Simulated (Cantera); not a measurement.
Feed: 1 mol toluene, 0.2 mol NH3, 9.5 mol H2, equilibrated at 78.0 mbar.

Method: chemical equilibrium by Gibbs-energy minimisation in Cantera with the NASA 1993 tables (ideal gas, pure condensed phases). Candidate condensed phases: C, C6H6, C7H8, C8H18; 110 gas species. Ions and electrons are included (thermal ionisation). Kinetics and transport are ignored.

Q: Which condensed phases are stable at each of these points (T (K)): 3000, 3250, 3500, 3750, 4000, 4250, 4500, 4750, 5000?

A: 
| T (K) | condensed phases | C condensed (%) |
|---|---|---|
| 3000 | C(graphite) | 74.5 |
| 3250 | C(graphite) | 11.1 |
| 3500 | gas only | 0.0 |
| 3750 | gas only | 0.0 |
| 4000 | gas only | 0.0 |
| 4250 | gas only | 0.0 |
| 4500 | gas only | 0.0 |
| 4750 | gas only | 0.0 |
| 5000 | gas only | 0.0 |

From 3000 K to 3250 K the condensed part is C(graphite). From 3500 K to 5000 K nothing is condensed.
